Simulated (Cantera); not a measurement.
## Adiabatic ignition

An adiabatic, constant-volume homogeneous reactor starts with 4.88 % CH₄, 0.190 % C₂H₆, 18.3 % O₂, 68.8 % N₂, 7.81 % H₂O, equivalence ratio 0.57, at 1450 K and 5100 Torr.

Computed with Cantera and GRI-Mech 3.0 (53 species, 325 reactions).

```tsv
t (s)	T (K)	P (bar)	x CH₄	x C₂H₆	x O₂	x H₂O	x NO₂	x CO₂	x H
1.00e-6	1450	6.80	0.0488	0.00190	0.183	0.0781	<1e-12	3.99e-12	4.55e-9
2.51e-6	1450	6.80	0.0488	0.00190	0.183	0.0781	<1e-12	6.31e-11	8.62e-9
6.31e-6	1450	6.80	0.0488	0.00190	0.183	0.0781	<1e-12	1.07e-9	2.16e-8
1.58e-5	1450	6.80	0.0488	0.00188	0.183	0.0781	<1e-12	2.07e-8	7.58e-8
3.98e-5	1451	6.80	0.0486	0.00185	0.183	0.0783	<1e-12	4.16e-7	3.03e-7
0.000100	1459	6.84	0.0472	0.00184	0.182	0.0795	<1e-12	5.80e-6	1.13e-6
0.000251	2637	12.5	<1e-12	<1e-12	0.0766	0.172	1.22e-6	0.0485	0.000564
0.000631	2629	12.4	<1e-12	<1e-12	0.0747	0.172	7.66e-6	0.0486	0.000543
0.00158	2618	12.4	<1e-12	<1e-12	0.0719	0.172	1.71e-5	0.0487	0.000513
0.00398	2610	12.3	<1e-12	<1e-12	0.0701	0.173	2.31e-5	0.0488	0.000494
0.0100	2609	12.3	<1e-12	<1e-12	0.0699	0.173	2.39e-5	0.0488	0.000492
0.0251	2609	12.3	<1e-12	<1e-12	0.0699	0.173	2.39e-5	0.0488	0.000492
0.0631	2609	12.3	<1e-12	<1e-12	0.0699	0.173	2.39e-5	0.0488	0.000492
0.158	2609	12.3	<1e-12	<1e-12	0.0699	0.173	2.39e-5	0.0488	0.000492
0.398	2609	12.3	<1e-12	<1e-12	0.0699	0.173	2.39e-5	0.0488	0.000492
1.00	2609	12.3	<1e-12	<1e-12	0.0699	0.173	2.39e-5	0.0488	0.000492
```
x: mole fraction; the columns are a selection and need not sum to one.

The time of steepest temperature rise is 0.189 ms and the temperature at 1.00 s is 2609 K. The equilibrium temperature is 2609 K. The x(CH₄) at 1.00 s is <1e-12 (gas-phase equilibrium <1e-12), the x(C₂H₆) at 1.00 s is <1e-12 (gas-phase equilibrium <1e-12) and the x(O₂) at 1.00 s comes out as 0.0699 (gas-phase equilibrium 0.0699).
